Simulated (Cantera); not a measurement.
Input: 1 mol SiH4, 0.11 mol NH3, 59 mol H2, equilibrated at 540 Pa.

These are equilibrium values from Cantera (NASA tables, ideal gas, pure condensed phases), not measurements of a reactor. Candidate condensed phases: Si, Si3N4; 18 gas species. Mutual solubility and eutectic melting of coexisting phases are not modelled. Kinetics and transport are ignored.

Q: At 1102 °C, list the 3 most abundant gas species with their mole fractions, and the condensed phases.

A: H2 0.999, N2 0.000596, H 4.66e-5. Condensed: Si(s) + Si3N4(s).
